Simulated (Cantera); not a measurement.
Input: 1 mol Si₃N₄, 8.1 mol F₂, 3.3 mol N₂, held at 1198 K and 0.0133 bar.

Cantera equilibrium calculation (NASA polynomials, part measured and part estimated; ideal gas, pure solids and liquids). Candidate condensed phases: Si, Si₃N₄; 16 gas species. The numbers say what is thermodynamically allowed, not how fast it happens.

Base state: N₂ 0.426, F 0.327, SiF₄ 0.241, F₂ 0.00553 (mole fractions); condensed: gas only.

Task: What changes in the equilibrium state with this change: temperature from 1198 K to 1000 K?

Result: 
```json
[
 {"species": "N₂", "before": "0.426", "after": "0.453"},
 {"species": "SiF₄", "before": "0.241", "after": "0.256"},
 {"species": "F", "before": "0.327", "after": "0.222"},
 {"species": "F₂", "before": "0.00553", "after": "0.0683"},
 {"species": "NF₃", "before": "1.14e-7", "after": "6.54e-5"}
]
```

Task: What changes in the equilibrium state with this change: F₂ from 8.1 to 1.9 mol?

Result: 
```
species         before     after
-------------  -------  --------
N₂               0.426     0.805
SiF₄             0.241     0.194
SiF₃             <1e-9  0.000735
F                0.327     <1e-9
F₂             0.00553     <1e-9
Si₃N₄(s), mol        0     0.683
```
The tables' values for SiF₃ are old estimates; treat these amounts as uncertain.
